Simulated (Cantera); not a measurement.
# Thermodynamics of boron, boron nitride and boron oxide, feed B + O2 + H2

A closed system holds: 1 mol B, 5.6 mol O2, 8.2 mol H2, at 0.705 Torr.

Equilibrium computed with Cantera from the NASA thermochemical tables; the gas is ideal and each condensed phase is pure. Candidate condensed phases: B, B2O3, B3O3H3, H2O; 23 gas species. Gases not in the tables: H3BO3. Kinetics and transport are ignored.

From 1673 K to 2223 K nothing is condensed.

```json
[
 {"T (K)": "1673", "log p H2O": "-3.12", "log p HBO2": "-4.01", "log p O2": "-4.13", "log p H2": "-5.87", "log p OH": "-5.44", "log p H": "-6.88", "log p O": "-6.54", "log p BO2": "-6.25"},
 {"T (K)": "1723", "log p H2O": "-3.12", "log p HBO2": "-4.01", "log p O2": "-4.13", "log p H2": "-5.65", "log p OH": "-5.30", "log p H": "-6.56", "log p O": "-6.31", "log p BO2": "-6.10"},
 {"T (K)": "1773", "log p H2O": "-3.12", "log p HBO2": "-4.02", "log p O2": "-4.13", "log p H2": "-5.44", "log p OH": "-5.16", "log p H": "-6.26", "log p O": "-6.09", "log p BO2": "-5.97"},
 {"T (K)": "1823", "log p H2O": "-3.12", "log p HBO2": "-4.02", "log p O2": "-4.13", "log p H2": "-5.24", "log p OH": "-5.03", "log p H": "-5.98", "log p O": "-5.89", "log p BO2": "-5.84"},
 {"T (K)": "1873", "log p H2O": "-3.13", "log p HBO2": "-4.03", "log p O2": "-4.13", "log p H2": "-5.05", "log p OH": "-4.90", "log p H": "-5.71", "log p O": "-5.69", "log p BO2": "-5.72"},
 {"T (K)": "1923", "log p H2O": "-3.14", "log p HBO2": "-4.03", "log p O2": "-4.13", "log p H2": "-4.87", "log p OH": "-4.79", "log p H": "-5.46", "log p O": "-5.50", "log p BO2": "-5.60"},
 {"T (K)": "1973", "log p H2O": "-3.14", "log p HBO2": "-4.04", "log p O2": "-4.12", "log p H2": "-4.71", "log p OH": "-4.68", "log p H": "-5.23", "log p O": "-5.33", "log p BO2": "-5.49"},
 {"T (K)": "2023", "log p H2O": "-3.16", "log p HBO2": "-4.05", "log p O2": "-4.11", "log p H2": "-4.56", "log p OH": "-4.58", "log p H": "-5.00", "log p O": "-5.16", "log p BO2": "-5.39"},
 {"T (K)": "2073", "log p H2O": "-3.17", "log p HBO2": "-4.06", "log p O2": "-4.10", "log p H2": "-4.43", "log p OH": "-4.48", "log p H": "-4.80", "log p O": "-4.99", "log p BO2": "-5.29"},
 {"T (K)": "2123", "log p H2O": "-3.20", "log p HBO2": "-4.08", "log p O2": "-4.09", "log p H2": "-4.31", "log p OH": "-4.39", "log p H": "-4.60", "log p O": "-4.83", "log p BO2": "-5.20"},
 {"T (K)": "2173", "log p H2O": "-3.22", "log p HBO2": "-4.10", "log p O2": "-4.07", "log p H2": "-4.20", "log p OH": "-4.31", "log p H": "-4.42", "log p O": "-4.68", "log p BO2": "-5.11"},
 {"T (K)": "2223", "log p H2O": "-3.26", "log p HBO2": "-4.13", "log p O2": "-4.06", "log p H2": "-4.11", "log p OH": "-4.24", "log p H": "-4.25", "log p O": "-4.53", "log p BO2": "-5.03"}
]
```
log p: log10 of the partial pressure in bar; nothing condenses.
